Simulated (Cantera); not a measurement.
Charge: 1 mol Cr, 0.054 mol H2O, at 2550 K and 10000 Pa.

These are equilibrium values from Cantera (NASA tables, ideal gas, pure condensed phases), not measurements of a reactor. Candidate condensed phases: Cr, Cr2O3, H2O; 13 gas species. Equilibrium is a limit: real reactors are often held back by kinetics, nucleation or transport.

Base state: Cr 0.892, CrO 0.0471, H2 0.0390, H 0.0195, H2O 0.00190, CrO2 0.000722, OH 0.000209, O 6.80e-5 (mole fractions); condensed: gas only.

**Question.** What changes in the equilibrium state with this change: Cr replaced by V?

**Answer.** 
```json
[
 {"species": "H2", "before": "0.0390", "after": "0.885"},
 {"species": "H", "before": "0.0195", "after": "0.0928"},
 {"species": "V", "before": "0", "after": "0.0124"},
 {"species": "Cr", "before": "0.892", "after": "0"},
 {"species": "CrO", "before": "0.0471", "after": "0"},
 {"species": "VO", "before": "0", "after": "0.00763"},
 {"species": "VO2", "before": "0", "after": "0.000756"},
 {"species": "CrO2", "before": "0.000722", "after": "0"},
 {"species": "O", "before": "6.80e-5", "after": "2.35e-6"},
 {"species": "OH", "before": "0.000209", "after": "3.43e-5"},
 {"species": "V(l), mol", "before": "0", "after": "0.945"},
 {"species": "VO(l), mol", "before": "0", "after": "0.0534"}
]
```
Each liquid is taken as pure. Mutual solubility and eutectic melting of coexisting phases are not modelled. VO: taken at fixed stoichiometry. Condensed phases not in the tables: N, O or C dissolved in the metal. Further candidate phases: V, VO, V2O3, V2O4, V2O5.

**Question.** What changes in the equilibrium state with this change: Cr replaced by Ta(OEt)5?

**Answer.** 
| species | before | after |
|---|---|---|
| H2 | 0.0390 | 0.637 |
| CO | 0 | 0.276 |
| H | 0.0195 | 0.0787 |
| Cr | 0.892 | 0 |
| CrO | 0.0471 | 0 |
| C2H2 (acetylene) | 0 | 0.00847 |
| CrO2 | 0.000722 | 0 |
| C2H | 0 | 8.34e-5 |
| C(graphite), mol | 0 | 3.63 |
| TaC(s), mol | 0 | 1.00 |
The feed counts by its element totals alone. TaC: taken at fixed stoichiometry. Condensed phases not in the tables: Ta2C. Further candidate phases: C, C6H6, C7H8, C8H18, Ta, TaC, Ta2O5.
